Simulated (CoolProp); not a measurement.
Values from CoolProp's reference Helmholtz-energy equation of state, Schroeder 2014.

Question: For ethanol, give the phase and the density (kg/m³), isothermal compressibility (1/MPa), expansivity (1/kK), viscosity (µPa s) at 319.15 °C and 37.4 MPa.

Answer: 
- 319.15 °C and 37.4 MPa: supercritical; density 498, isothermal compressibility 0.00833, expansivity 3.00, viscosity 72.8

Viscosity comes from a separate model (Kiselev 2005).
